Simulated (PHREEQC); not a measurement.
0.57 g of hydrous ferric oxide (600 m²/g; 0.2 weak and 0.005 strong sites per Fe, Dzombak-Morel constants, diffuse double layer) in 1 kg of water with 0.05 mol/kgw of an inert sodium salt and 2.9e-05 mol NaF and 0.00067 mol SrCl2, at 25 °C; the pH is set by adding NaOH or the inert anion's acid. O2 is buffered at 0.21 atm. The system is closed to CO2. Nothing may precipitate in this run.

The numbers come from PHREEQC with the ion-association model, wateq4f.dat.

**Question.** Predict F sorbed (%), Sr sorbed (%) at pH = 4, 7.5, 8.5, 9, 9.5.

**Answer.** 
| pH | F sorbed (%) | Sr sorbed (%) |
|---|---|---|
| 4 | 92.2 | 0.0 |
| 7.5 | 11.3 | 3.1 |
| 8.5 | 1.9 | 10.0 |
| 9 | 0.9 | 26.2 |
| 9.5 | 0.4 | 49.3 |
